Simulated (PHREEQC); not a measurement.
Leach liquor: speciation

Solution (20 °C): 0.031 mol H2SO4, 9.6e-05 mol Al2(SO4)3 and 0.15 mol Fe2(SO4)3 per kg of water. Closed to the air; pH follows from the charge balance.

Model: ion-association model, phreeqc.dat, run in PHREEQC.

Each row changes one thing in this solution. No solid was allowed to form.

| case | pH | ionic strength (mol/kgw) | FeSO4+ (mol/kgw) | SO4-2 (mol/kgw) | Fe(SO4)2- (mol/kgw) | HSO4- (mol/kgw) | SI of Fe(OH)3(a) (Fe(OH)3) | SI of Goethite (FeOOH) |
|---|---|---|---|---|---|---|---|---|
| as made | 1.88 | 0.401 | 0.197 | 0.0839 | 0.0765 | 0.0299 | -2.39 | +3.32 |
| diluted 5-fold with water | 2.26 | 0.0995 | 0.0459 | 0.0248 | 0.00920 | 0.00572 | -1.52 | +4.19 |
| H2SO4 left out | 2.43 | 0.418 | 0.194 | 0.0878 | (withheld) | 0.00859 | -0.75 | +4.96 |
| Al2(SO4)3 from 9.6e-05 to 8.64e-05 mol/kgw | 1.88 | 0.401 | 0.197 | 0.0839 | 0.0765 | 0.0299 | -2.39 | +3.32 |
| diluted 2-fold with water | (withheld) | 0.218 | 0.106 | 0.0497 | 0.0318 | (withheld) | -2.02 | +3.69 |
| 0.002 mol/kgw H4SiO4 added | 1.88 | 0.401 | 0.197 | 0.0839 | 0.0765 | 0.0299 | -2.39 | +3.32 |
| diluted 10-fold with water | 2.43 | 0.0559 | 0.0237 | (withheld) | 0.00336 | (withheld) | -1.12 | +4.59 |
| Al2(SO4)3 from 9.6e-05 to 9.6e-06 mol/kgw | 1.88 | 0.401 | 0.197 | 0.0839 | 0.0765 | 0.0299 | -2.39 | +3.32 |

**Question.** Some entries are withheld; supply them.

**Answer.** 
- H2SO4 left out, Fe(SO4)2- (mol/kgw): 0.0773
- diluted 2-fold with water, pH: 2.04
- diluted 2-fold with water, HSO4- (mol/kgw): 0.0151
- diluted 10-fold with water, SO4-2 (mol/kgw): 0.0146
- diluted 10-fold with water, HSO4- (mol/kgw): 0.00261

Some of these states are supersaturated (in Hematite (slow to form), Goethite (slow to form), SiO2(a), for instance).
